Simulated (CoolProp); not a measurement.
Values from CoolProp's reference Helmholtz-energy equation of state, Lemmon 2006. It is a short technical equation, of lower accuracy than the large ones.

Problem. Give the vapour pressure (bar), surface tension (mN/m), vapour viscosity (µPa s), liquid conductivity (mW/(m K)) of saturated toluene at 299.1, 377.1 K.

Solution. 
| T (K) | p (bar) | surface tension (mN/m) | vapour viscosity (µPa s) | liquid conductivity (mW/(m K)) |
|---|---|---|---|---|
| 299.1 | 0.0399 | 27.8 | 6.99 | 130 |
| 377.1 | 0.836 | 18.6 | 8.66 | 109 |

Viscosity comes from a separate model (Avgeri 2015). Thermal conductivity comes from a separate model (Assael 2012). Surface tension comes from a separate correlation (Mulero 2012).
